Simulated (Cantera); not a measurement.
Feed: 1 mol V, a varied amount of H₂O, held at 2052 °C and 0.133 bar.

Cantera equilibrium calculation (NASA polynomials, part measured and part estimated; ideal gas, pure solids and liquids). Candidate condensed phases: H₂O, V, VO, V₂O₃, V₂O₄, V₂O₅; 12 gas species. Each liquid is taken as pure. Mutual solubility and eutectic melting of coexisting phases are not modelled. VO: taken at fixed stoichiometry. Condensed phases not in the tables: the oxides between V₂O₃ and V₂O₅ other than VO₂, N, O or C dissolved in the metal. Rates play no part.

x: gas mole fraction; n: condensed amount in mol.

```tsv
n(H₂O) (mol)	x H₂	x H₂O	x H	x VO₂	n V(l)	n VO(l)	n V₂O₃(s)
0.056	0.968	0.000920	0.0296	6.68e-5	0.944	0.0559	0
0.086	0.968	0.000920	0.0296	6.68e-5	0.914	0.0858	0
0.13	0.968	0.000920	0.0296	6.68e-5	0.870	0.130	0
0.2	0.968	0.000920	0.0296	6.68e-5	?	0.200	0
0.31	0.968	0.000920	0.0296	6.68e-5	?	0.309	0
0.47	0.968	0.000920	0.0296	6.68e-5	?	0.469	0
0.72	0.968	0.000920	0.0296	6.68e-5	?	0.719	0
1.1	0.882	0.0820	0.0283	0.00653	0	0.992	0
1.7	0.844	0.118	0.0277	0.00979	0	0.0277	0.477
```

Complete the blanks.


- 0.2, n V(l): 0.800
- 0.31, n V(l): 0.690
- 0.47, n V(l): 0.530
- 0.72, n V(l): 0.280
